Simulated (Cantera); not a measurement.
A perfectly stirred reactor is fed with H2 : O2 = 0.076 : 1 (molar parts), equivalence ratio 0.038, at 2670 Pa; it is held at 1000 K, and followed from long to short residence time.

Computed with Cantera and the H2/O2 subset of GRI-Mech 3.0, which has no nitrogen chemistry. Radical loss at walls, strong at low pressure, is not modelled. The temperature is held fixed by assumption; the heat of reaction is taken as removed at once.

**Question.** Predict: x(H2) at τ = 0.920 s; x(O2) at τ = 0.920 s; x(H2O) at τ = 0.920 s; x(OH) at τ = 0.920 s; x(HO2) at τ = 0.920 s; x(H2) at τ = 57.0 ms; x(O2) at τ = 57.0 ms; x(H2O) at τ = 57.0 ms; x(OH) at τ = 57.0 ms; x(HO2) at τ = 57.0 ms.

**Answer.** 
| Property | Value |
|---|---|
| x(H2) at τ = 0.920 s | 0.000518 |
| x(O2) at τ = 0.920 s | 0.926 |
| x(H2O) at τ = 0.920 s | 0.0725 |
| x(OH) at τ = 0.920 s | 0.000302 |
| x(HO2) at τ = 0.920 s | 5.42e-6 |
| x(H2) at τ = 57.0 ms | 0.00244 |
| x(O2) at τ = 57.0 ms | 0.923 |
| x(H2O) at τ = 57.0 ms | 0.0697 |
| x(OH) at τ = 57.0 ms | 0.000923 |
| x(HO2) at τ = 57.0 ms | 1.22e-5 |
